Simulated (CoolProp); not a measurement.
A single-stage vapour-compression cycle with the fluid: evaporating at 248.15 K (dew point), condensing at 300.15 K (bubble point), superheat 5 K, subcooling 2 K, compressor efficiency 0.9, no pressure losses. The same conditions are run with several fluids, on thermodynamics alone (safety and materials aside).

The numbers come from the reference Helmholtz-energy equation of state of each fluid (R1132(E): Akasaka 2024; R245fa: Akasaka 2015; isobutene: Lemmon 2005; CH2F2 (R32): Tillner-Roth 1997; vinyl chloride: Thol 2022; R124: de Vries 1995) in CoolProp.

```tsv
fluid	cooling COP	pressure ratio	discharge temperature (K)	refrigerating effect (kJ/kg)	volumetric capacity (kJ/m³)
R1132(E)	3.28	5.07	333.5	197	2230
R245fa	3.55	10.8	310.6	158	150
isobutene	3.56	6.86	314.7	302	390
CH2F2 (R32)	3.32	5.33	361.8	268	2410
vinyl chloride	3.63	6.68	351.9	293	556
R124	3.45	7.17	310.3	121	457
```
